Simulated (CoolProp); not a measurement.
Vapour-liquid equilibrium of propylene (1) + R142b (2) at -52.85 °C; x and y are mole fractions of (1).

The numbers come from the multi-fluid Helmholtz-energy mixture model, Lemmon 2013 and Lemmon 2006; pair parameters Bell 2016 in CoolProp.

| x | bubble pressure (MPa) | y at the bubble point | dew pressure at overall composition x (MPa) | liquid density (mol/L) |
|---|---|---|---|---|
| 0.05 | 0.01576 | 0.316 | 0.01184 | 12.89 |
| 0.15 | 0.02455 | 0.604 | 0.01306 | 13.06 |
| 0.25 | 0.03288 | 0.736 | 0.01456 | 13.22 |
| 0.35 | 0.04052 | 0.811 | 0.01646 | 13.39 |
| 0.45 | 0.04744 | 0.859 | 0.01891 | 13.57 |
| 0.55 | 0.05371 | 0.894 | 0.02222 | 13.74 |
| 0.65 | 0.05951 | 0.921 | 0.02692 | 13.93 |
| 0.75 | 0.06505 | 0.944 | 0.03408 | 14.12 |
| 0.85 | 0.07058 | 0.966 | 0.04599 | 14.32 |
| 0.95 | 0.07632 | 0.988 | 0.06654 | 14.54 |

No azeotrope shows between x = 0.05 and 0.95.

Pair parameters are fitted to limited data, so mixtures are less certain than the pure fluids.
